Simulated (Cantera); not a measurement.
Equilibrium for carbothermic reduction: PbO + CH4 + H2

Charge: 1 mol PbO, 0.67 mol CH4, 4.7 mol H2, at 240000 Pa.

Method: chemical equilibrium by Gibbs-energy minimisation in Cantera with the NASA 1993 tables (ideal gas, pure condensed phases). Candidate condensed phases: C, C6H6, C7H8, C8H18, H2O, Pb, PbO, PbO2, Pb3O4; 113 gas species. Gases not in the tables: (PbO)n polymers. Kinetics and transport are ignored.

| T (K) | x H2 | x Pb | x CO | x H2O | n Pb(l) |
|---|---|---|---|---|---|
| 1473 | 0.846 | 0.00785 | 0.0969 | 0.0467 | 0.947 |
| 1523 | 0.842 | 0.0127 | 0.0966 | 0.0466 | 0.913 |
| 1573 | 0.836 | 0.0200 | 0.0960 | 0.0464 | 0.863 |
| 1623 | 0.827 | 0.0306 | 0.0951 | 0.0460 | 0.788 |
| 1673 | 0.814 | 0.0455 | 0.0937 | 0.0454 | 0.679 |
| 1723 | 0.796 | 0.0661 | 0.0918 | 0.0445 | 0.523 |
| 1773 | 0.772 | 0.0941 | 0.0891 | 0.0432 | 0.300 |
| 1823 | 0.742 | 0.129 | 0.0857 | 0.0416 | 0 |
| 1873 | 0.742 | 0.129 | 0.0857 | 0.0416 | 0 |
| 1923 | 0.741 | 0.129 | 0.0858 | 0.0417 | 0 |
| 1973 | 0.741 | 0.129 | 0.0858 | 0.0417 | 0 |
| 2023 | 0.741 | 0.129 | 0.0858 | 0.0417 | 0 |
| 2073 | 0.740 | 0.129 | 0.0859 | 0.0417 | 0 |
x: gas mole fraction; n: condensed amount in mol.

From 1473 K to 1773 K the condensed part is Pb(l). From 1823 K to 2073 K nothing is condensed.
